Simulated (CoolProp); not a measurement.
Properties of cyclopentane along the isobar 1.57 MPa (Tc = 511.7 K, pc = 4.583 MPa, ω = 0.202).

The numbers come from the reference Helmholtz-energy equation of state, Gedanitz 2015 in CoolProp.

```csv
T (K),phase,cv (kJ/(kg K)),isothermal compressibility (1/MPa),conductivity (mW/(m K)),fugacity coefficient
451,gas,1.879,0.8654,35.2,0.8205
463.4,gas,?,0.8258,36.4,0.8358
475.8,gas,1.976,0.7968,37.7,0.8494
488.1,gas,2.025,0.7746,39.0,0.8615
500.5,gas,?,?,40.5,0.8724
512.9,gas,2.123,0.7426,42.0,0.8823
525.3,gas,2.171,0.7307,43.5,0.8912
537.6,gas,2.219,0.7208,45.1,0.8993
550,gas,2.266,0.7123,46.7,0.9067
```

Question: Complete the blanks.

Answer: 
- 463.4, cv (kJ/(kg K)): 1.927
- 500.5, cv (kJ/(kg K)): 2.074
- 500.5, isothermal compressibility (1/MPa): 0.7570

Thermal conductivity comes from a separate model (Vassiliou 2015).
